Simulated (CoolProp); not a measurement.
R134a along the isotherm 455 K: density (kg/m³) from the reference equation and from simpler models built on Tc = 374.2 K, pc = 4.059 MPa, ω = 0.327; each cubic takes its own stable root.

Values from CoolProp's reference Helmholtz-energy equation of state, Tillner-Roth 1994.

```tsv
p (MPa)	phase	reference
0.145	gas	3.935
0.29	gas	7.919
0.435	gas	11.95
0.58	gas	16.04
0.725	gas	20.18
0.87	gas	24.37
1.01	gas	28.47
1.16	gas	32.93
1.3	gas	37.14
1.45	gas	41.72
1.59	gas	46.05
1.74	gas	50.75
1.88	gas	55.21
2.03	gas	60.05
```

Q: How far does each simpler model (Redlich-Kwong, Soave-Redlich-Kwong) lie from the reference over these 14 states: mean and median of the absolute difference, and the worst?

A: 
- Redlich-Kwong: mean 0.6 %, median 0.6 %, worst +1.2 % at 455 K and 2.03 MPa
- Soave-Redlich-Kwong: mean 0.3 %, median 0.3 %, worst -0.6 % at 455 K and 2.03 MPa
